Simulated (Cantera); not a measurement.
Feed: 1 mol BCl₃, 2.1 mol H₂O, 2.2 mol H₂, equilibrated at 0.653 Torr.

These are equilibrium values from Cantera (NASA tables, ideal gas, pure condensed phases), not measurements of a reactor. Candidate condensed phases: B, B₂O₃, B₃O₃H₃, H₂O; 33 gas species. The tables' values for BOCl are old estimates; treat these amounts as uncertain. The numbers say what is thermodynamically allowed, not how fast it happens. All values below are at 1450 K.

Base state: HCl 0.484, H₂ 0.355, HBO₂ 0.108, H₂O 0.0433, B₂O₃ 0.00864, BOCl 0.000673, HBO 0.000351, Cl 0.000212 (mole fractions); condensed: B₂O₃(l).

What changes in the equilibrium state with this change: BCl₃ replaced by borazine?


| species | before | after |
|---|---|---|
| H₂ | 0.355 | 0.884 |
| N₂ | 0 | 0.0863 |
| HBO | 0.000351 | 0.0106 |
| HCl | 0.484 | 0 |
| HBO₂ | 0.108 | 0.00895 |
| H₂O | 0.0433 | 0.000297 |
| BOCl | 0.000673 | 0 |
| Cl | 0.000212 | 0 |
| B₂O₂ | 2.97e-6 | 0.00108 |
| B₂O₃(l), mol | 0.108 | 0.545 |
| BN(s), mol | 0 | 1.59 |
The feed counts by its element totals alone. Mutual solubility and eutectic melting of coexisting phases are not modelled. Further candidate phases: BN.

What changes in the equilibrium state with this change: BCl₃ replaced by B₂H₆?


| species | before | after |
|---|---|---|
| H₂ | 0.355 | 0.883 |
| HBO | 0.000351 | 0.0650 |
| B₂O₂ | 2.97e-6 | 0.0410 |
| HCl | 0.484 | 0 |
| HBO₂ | 0.108 | 0.00145 |
| H₂O | 0.0433 | 7.80e-6 |
| BOCl | 0.000673 | 0 |
| Cl | 0.000212 | 0 |
| B₃O₃H₃ | <1e-9 | 0.000170 |
| B₂O₃(l), mol | 0.108 | 0.230 |
| B(s), mol | 0 | 0.210 |
The feed counts by its element totals alone. Mutual solubility and eutectic melting of coexisting phases are not modelled.
